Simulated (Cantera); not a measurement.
Cantera run, input and output.

```python
import numpy as np
import cantera as ct

gas = ct.Solution("gri30.yaml")


def delay(T, t_max=10):
    gas.TPX = T, 130000, {'CH4': 1, 'O2': 3.45, 'N2': 13}
    reactor = ct.IdealGasConstPressureReactor(gas, clone=False)
    net = ct.ReactorNet([reactor])
    net.rtol, net.atol = 1e-8, 1e-16
    while net.time < t_max:
        t_old, T_old = net.time, reactor.T
        net.step()
        if reactor.T > T + 400:  # ignition: a rise of 400 K
            return t_old + (T + 400 - T_old) / (reactor.T - T_old) * (net.time - t_old)
    return np.nan


taus = []
for T in [1250, 1300, 1350, 1400, 1450, 1500]:
    taus.append(delay(T))
    print(f"T0 = {T:6g} K   tau = {taus[-1]:.4e} s")
```

Result:

```
T0 =   1250 K   tau = 1.3826e-02 s
T0 =   1300 K   tau = 7.2203e-03 s
T0 =   1350 K   tau = 3.9153e-03 s
T0 =   1400 K   tau = 2.2068e-03 s
T0 =   1450 K   tau = 1.2947e-03 s
T0 =   1500 K   tau = 7.9139e-04 s
```

Computed with Cantera and GRI-Mech 3.0 (53 species, 325 reactions).
